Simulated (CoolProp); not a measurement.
Vapour-liquid equilibrium of diethyl ether (1) + n-hexane (2) at 2.55 °C; x and y are mole fractions of (1).

Model: multi-fluid Helmholtz-energy mixture model, Thol 2014 and Thol 2019; pair parameters Bell 2016, in CoolProp.

```json
[
 {"x": "0.05", "bubble pressure, mixture model (bar)": "0.08436", "bubble pressure, Raoult's law (bar)": "0.07961", "y, mixture model": "0.219", "y, Raoult's law": "0.175"},
 {"x": "0.2", "bubble pressure, mixture model (bar)": "0.1229", "bubble pressure, Raoult's law (bar)": "0.1110", "y, mixture model": "0.540", "y, Raoult's law": "0.502"},
 {"x": "0.35", "bubble pressure, mixture model (bar)": "0.1549", "bubble pressure, Raoult's law (bar)": "0.1424", "y, mixture model": "0.693", "y, Raoult's law": "0.685"},
 {"x": "0.5", "bubble pressure, mixture model (bar)": "0.1840", "bubble pressure, Raoult's law (bar)": "0.1739", "y, mixture model": "0.793", "y, Raoult's law": "0.801"},
 {"x": "0.65", "bubble pressure, mixture model (bar)": "0.2120", "bubble pressure, Raoult's law (bar)": "0.2053", "y, mixture model": "0.868", "y, Raoult's law": "0.882"},
 {"x": "0.8", "bubble pressure, mixture model (bar)": "0.2401", "bubble pressure, Raoult's law (bar)": "0.2367", "y, mixture model": "0.931", "y, Raoult's law": "0.942"},
 {"x": "0.95", "bubble pressure, mixture model (bar)": "0.2689", "bubble pressure, Raoult's law (bar)": "0.2681", "y, mixture model": "0.984", "y, Raoult's law": "0.987"}
]
```

The largest gap from Raoult's law is +10.7 % in bubble pressure, at x = 0.2. No azeotrope shows between x = 0.05 and 0.95.

The pair parameters rest on a limited set of measurements; away from them the model extrapolates.
